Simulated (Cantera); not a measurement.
A jet of CH4 : O2 : N2 = 0.014 : 0.085 : 0.79 (molar parts), equivalence ratio 0.33 at 300 K and 21000 Pa hits a platinum plate 8.2 cm away at a mass flux of 0.096 kg/m²/s; the plate temperature is set and raised in steps from an oxygen-covered start.

Computed with Cantera and Deutschmann's 1995 Pt surface mechanism with GRI-Mech 3.0 gas chemistry. Catalytic surfaces can have several steady states; this one follows from the mechanism file's or the stated starting coverage.

x: mole fraction at the wall; θ: surface coverage.

| plate T (K) | wall x CH4 | wall x O2 | wall x H2O | wall x OH | wall x CO | wall x CO2 | θ free Pt | θ O* | θ OH* |
|---|---|---|---|---|---|---|---|---|---|
| 900 | 0.00834 | 0.0799 | 0.0138 | 1.77e-8 | 2.96e-6 | 0.00903 | 0.174 | 0.824 | 0.00136 |
| 950 | 0.00570 | 0.0743 | 0.0187 | 5.48e-8 | 2.79e-6 | 0.0122 | 0.238 | 0.760 | 0.00145 |
| 1000 | 0.00392 | 0.0706 | 0.0219 | 1.45e-7 | 2.58e-6 | 0.0144 | 0.305 | 0.694 | 0.00141 |
| 1050 | 0.00279 | 0.0682 | 0.0240 | 3.44e-7 | 2.43e-6 | 0.0157 | 0.372 | 0.627 | 0.00131 |
| 1100 | 0.00207 | 0.0667 | 0.0252 | 7.43e-7 | 2.36e-6 | 0.0165 | 0.437 | 0.562 | (withheld) |
| 1150 | 0.00160 | 0.0658 | 0.0260 | 1.48e-6 | 2.37e-6 | 0.0170 | 0.501 | 0.498 | (withheld) |
| 1200 | 0.00116 | 0.0652 | 0.0266 | 2.81e-6 | 3.16e-6 | 0.0172 | 0.561 | 0.438 | (withheld) |
| 1250 | 0.000837 | 0.0646 | 0.0272 | 4.98e-6 | 4.05e-6 | 0.0176 | 0.617 | 0.382 | (withheld) |

Question: What belongs in the gaps?

Answer: 
- 1100, θ OH*: 0.00118
- 1150, θ OH*: 0.00105
- 1200, θ OH*: 0.000926
- 1250, θ OH*: 0.000814
